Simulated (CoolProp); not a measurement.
Saturation properties of octamethylcyclotetrasiloxane (D4) (Tc = 313.4 °C, pc = 1.347 MPa, ω = 0.598).

Model: reference Helmholtz-energy equation of state, Thol 2015, in CoolProp.

```
T (°C)    p (MPa)  liquid cp (kJ/(kg K))  vapour Z  surface tension (mN/m)
------  ---------  ---------------------  --------  ----------------------
35.25   0.0002791                  1.688    0.9992                    17.3
47.75   0.0006271                  1.710    0.9985                    16.3
60.15    0.001295                  1.733    0.9973                    15.4
72.65    0.002511                  1.758    0.9954                    14.5
85.15    0.004582                  1.784    0.9926                    13.6
97.65    0.007928                  1.811    0.9886                    12.7
110.15    0.01309                  1.839    0.9833                    11.8
122.65    0.02072                  1.867    0.9763                    10.9
135.15    0.03161                  1.896    0.9674                    10.1
147.65    0.04668                  1.926    0.9565                    9.23
160.15    0.06697                  1.957    0.9432                    8.40
172.65    0.09361                  1.988    0.9274                    7.58
```

It boils at 175.7 °C under 1 atm.

Surface tension comes from a separate correlation (Mulero 2014), older than this fluid's equation and unchecked against measurements.
